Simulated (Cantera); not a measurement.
Cantera run, input and output.

```python
import numpy as np
import cantera as ct

gas = ct.Solution("gri30.yaml")
gas.TPX = 1125, 500000, {'CO': 0.0084, 'O2': 0.018, 'H2O': 0.016, 'N2': 1}
reactor = ct.IdealGasConstPressureReactor(gas, energy="off", clone=False)
net = ct.ReactorNet([reactor])
net.rtol, net.atol = 1e-08, 1e-18
show = ['CO', 'O2', 'H2O', 'H2', 'NO', 'HO2', 'CO2']
times = np.geomspace(0.0002, 4, 12)

steps = ct.SolutionArray(gas, extra=["t"])
rows = []
print(f"{'t/s':>10s}{'T/K':>9s}{'P/Pa':>11s}" + "".join(f"{s:>11s}" for s in show))
for t in times:
    while net.time < t:
        t_next = net.step()
        steps.append(gas.state, t=t_next)
    rows.append([np.interp(t, steps.t, y) for y in (steps.T, steps.P, *steps(*show).X.T)])
    print(f"{t:10.3e}{rows[-1][0]:9.1f}{rows[-1][1]:11.4g}" + "".join(f"{x:11.3e}" for x in rows[-1][2:]))
rate = np.gradient(steps.T, steps.t)
print("integrator steps:", len(steps.t))
if steps.T.max() > steps.T[0] + 200:
    print(f"time of steepest temperature rise: {steps.t[rate.argmax()]:.4e} s")
gas.TPX = 1125, 500000, {'CO': 0.0084, 'O2': 0.018, 'H2O': 0.016, 'N2': 1}
gas.equilibrate("TP")
print(f"equilibrium (TP): T = {gas.T:.1f} K  " + "  ".join(f"{s} {gas[s].X[0]:.3e}" for s in show))
```

It prints:

```
       t/s      T/K       P/Pa         CO         O2        H2O         H2         NO        HO2        CO2
 2.000e-04   1125.0      5e+05  8.058e-03  1.727e-02  1.535e-02  7.004e-11  3.771e-18  1.960e-09  5.645e-09
 4.921e-04   1125.0      5e+05  8.058e-03  1.727e-02  1.535e-02  4.949e-10  2.389e-17  1.187e-08  3.189e-08
 1.211e-03   1125.0      5e+05  8.058e-03  1.727e-02  1.535e-02  5.135e-09  3.314e-16  9.668e-08  3.080e-07
 2.979e-03   1125.0      5e+05  8.044e-03  1.726e-02  1.535e-02  3.085e-07  2.062e-13  2.900e-06  1.422e-05
 7.329e-03   1125.0      5e+05  7.675e-03  1.708e-02  1.533e-02  1.288e-05  2.371e-11  7.881e-06  3.851e-04
 1.803e-02   1125.0      5e+05  6.677e-03  1.659e-02  1.532e-02  3.037e-05  1.374e-10  7.628e-06  1.387e-03
 4.437e-02   1125.0      5e+05  4.800e-03  1.567e-02  1.534e-02  3.048e-05  5.425e-10  6.567e-06  3.271e-03
 1.092e-01   1125.0      5e+05  2.396e-03  1.448e-02  1.537e-02  1.588e-05  1.377e-09  4.482e-06  5.685e-03
 2.686e-01   1125.0      5e+05  7.343e-04  1.365e-02  1.540e-02  4.550e-06  1.752e-09  2.079e-06  7.354e-03
 6.608e-01   1125.0      5e+05  1.580e-04  1.337e-02  1.541e-02  9.372e-07  1.392e-09  6.415e-07  7.932e-03
 1.626e+00   1125.0      5e+05  2.349e-05  1.330e-02  1.541e-02  1.554e-07  1.717e-09  1.293e-07  8.067e-03
 4.000e+00   1125.0      5e+05  7.809e-07  1.329e-02  1.541e-02  5.641e-09  6.047e-09  5.756e-09  8.090e-03
integrator steps: 1110
equilibrium (TP): T = 1125.0 K  CO 8.380e-11  O2 1.328e-02  H2O 1.541e-02  H2 1.451e-10  NO 2.967e-05  HO2 4.078e-10  CO2 8.091e-03
```

Model: GRI-Mech 3.0 (53 species, 325 reactions), integrated in Cantera.
